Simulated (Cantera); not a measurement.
A Cantera script and what it prints.

```python
import numpy as np
import cantera as ct

gas_names = """
    CL CL2 H HCL H2 N NH NH2 NH3 N2 N2H2 N2H4 Si SiCL SiCL2 SiCL3 SiCL4 SiH SiHCL3 SiH2 SiH2CL2 SiH3
    SiH3CL SiH4 SiN Si2 Si2N Si3
""".split()
cond_names = """
    NH4CL(a) NH4CL(b) Si(cr) Si(L) Si3N4(a)
""".split()


# ... load() reads the species with a 1 bar reference pressure and builds the phases ...
atoms = {
    'SiHCl3': {'Si': 1, 'H': 1, 'CL': 3},
    'HCl': {'H': 1, 'CL': 1},
    'N2': {'N': 2},
}
top_T = {'Si3N4(a)': 2400}  # K; cautious upper limits of use, not melting points


# ... equilibrate(T, P, feed) seeds the gas with the atoms and calls Mixture.equilibrate('TP', solver="vcs", rtol=1e-11, max_steps=5000) ...
results = []
feed = {'SiHCl3': 1, 'HCl': 4.2, 'N2': 8.5}  # mol
P = 1000  # Pa
for T in [850, 900, 950, 1000, 1050, 1100, 1150, 1200, 1250, 1300, 1350, 1400, 1450, 1500]:
    mix = equilibrate(T, P, feed)
    results.append((T, P, feed, dict(zip(mix.species_names, mix.species_moles))))
    x = sorted(zip(gas.X, gas.species_names), reverse=True)
    print(f"T = {T:g} K  P = {P:g} Pa  gas = {mix.phase_moles(0):.4g} mol")
    print("   x: " + "  ".join(f"{s} {v:.3e}" for v, s in x if v > 0.0001))
    print("   condensed (mol): " + ("  ".join(f"{mix.phase(i).name} {mix.phase_moles(i):.4g}"
          for i in range(1, mix.n_phases) if mix.phase_moles(i) > 1e-12) or "none"))
```

Output:

```
T = 850 K  P = 1000 Pa  gas = 13.7 mol
   x: N2 6.204e-01  HCL 2.336e-01  H2 7.295e-02  SiCL4 7.295e-02
   condensed (mol): none
T = 900 K  P = 1000 Pa  gas = 13.7 mol
   x: N2 6.204e-01  HCL 2.337e-01  H2 7.292e-02  SiCL4 7.292e-02
   condensed (mol): none
T = 950 K  P = 1000 Pa  gas = 13.71 mol
   x: N2 6.194e-01  HCL 2.384e-01  SiCL4 7.164e-02  H2 7.047e-02
   condensed (mol): Si3N4(a) 0.005433
T = 1000 K  P = 1000 Pa  gas = 13.71 mol
   x: N2 6.181e-01  HCL 2.443e-01  SiCL4 7.002e-02  H2 6.739e-02  SiHCL3 1.361e-04
   condensed (mol): Si3N4(a) 0.01223
T = 1050 K  P = 1000 Pa  gas = 13.72 mol
   x: N2 6.169e-01  HCL 2.495e-01  SiCL4 6.851e-02  H2 6.467e-02  SiCL3 2.325e-04  SiHCL3 1.843e-04
   condensed (mol): Si3N4(a) 0.01807
T = 1100 K  P = 1000 Pa  gas = 13.73 mol
   x: N2 6.159e-01  HCL 2.540e-01  SiCL4 6.701e-02  H2 6.228e-02  SiCL3 5.427e-04  SiHCL3 2.423e-04
   condensed (mol): Si3N4(a) 0.02286
T = 1150 K  P = 1000 Pa  gas = 13.74 mol
   x: N2 6.149e-01  HCL 2.578e-01  SiCL4 6.535e-02  H2 6.020e-02  SiCL3 1.171e-03  SiHCL3 3.098e-04  SiCL2 2.294e-04
   condensed (mol): Si3N4(a) 0.02626
T = 1200 K  P = 1000 Pa  gas = 13.75 mol
   x: N2 6.140e-01  HCL 2.608e-01  SiCL4 6.323e-02  H2 5.843e-02  SiCL3 2.348e-03  SiCL2 7.648e-04  SiHCL3 3.853e-04
   condensed (mol): Si3N4(a) 0.0274
T = 1250 K  P = 1000 Pa  gas = 13.79 mol
   x: N2 6.130e-01  HCL 2.627e-01  SiCL4 6.012e-02  H2 5.703e-02  SiCL3 4.382e-03  SiCL2 2.287e-03  SiHCL3 4.645e-04
   condensed (mol): Si3N4(a) 0.02427
T = 1300 K  P = 1000 Pa  gas = 13.85 mol
   x: N2 6.118e-01  HCL 2.626e-01  H2 5.615e-02  SiCL4 5.516e-02  SiCL3 7.560e-03  SiCL2 6.148e-03  SiHCL3 5.374e-04
   condensed (mol): Si3N4(a) 0.0129
T = 1350 K  P = 1000 Pa  gas = 13.96 mol
   x: N2 6.089e-01  HCL 2.668e-01  H2 5.257e-02  SiCL4 4.702e-02  SiCL2 1.301e-02  SiCL3 1.107e-02  SiHCL3 5.305e-04
   condensed (mol): none
T = 1400 K  P = 1000 Pa  gas = 14.07 mol
   x: N2 6.039e-01  HCL 2.809e-01  H2 4.409e-02  SiCL4 3.744e-02  SiCL2 1.993e-02  SiCL3 1.326e-02  SiHCL3 4.161e-04
   condensed (mol): none
T = 1450 K  P = 1000 Pa  gas = 14.19 mol
   x: N2 5.991e-01  HCL 2.942e-01  H2 3.598e-02  SiCL4 2.866e-02  SiCL2 2.698e-02  SiCL3 1.455e-02  SiHCL3 3.021e-04  CL 1.195e-04
   condensed (mol): none
T = 1500 K  P = 1000 Pa  gas = 14.29 mol
   x: N2 5.949e-01  HCL 3.059e-01  SiCL2 3.347e-02  H2 2.893e-02  SiCL4 2.132e-02  SiCL3 1.499e-02  CL 2.552e-04  SiHCL3 2.089e-04
   condensed (mol): none
```

Method: chemical equilibrium by Gibbs-energy minimisation in Cantera with the NASA 1993 tables (ideal gas, pure condensed phases). N2 is the only nitrogen source here; it is nearly inert below about 1500 K, so the nitride shown seldom forms there in practice. The tables' values for SiCl3 are old estimates; treat these amounts as uncertain.
